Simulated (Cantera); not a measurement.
Input: 1 mol C2H6, 0.14 mol CO2, 66 mol H2, 0.19 mol NH3, at 2498.15 K and 75.0 Torr.

Method: chemical equilibrium by Gibbs-energy minimisation in Cantera with the NASA 1993 tables (ideal gas, pure condensed phases). Candidate condensed phases: C, C6H6, C7H8, C8H18, H2O; 136 gas species. Rates play no part.

Q: What is the equilibrium state?

A: 
```json
{
 "x(H2)": "0.909",
 "x(H)": "0.0752",
 "x(C2H2 (acetylene))": "0.00976",
 "x(CO)": "0.00387",
 "x(HCN)": "0.00148",
 "x(N2)": "0.000484",
 "x(HNC)": "0.000173",
 "x(C2H)": "5.77e-5",
 "x(C4H2)": "4.32e-5",
 "n(C(graphite))": "0.302 mol",
 "gas_amount": "72.38 mol"
}
```
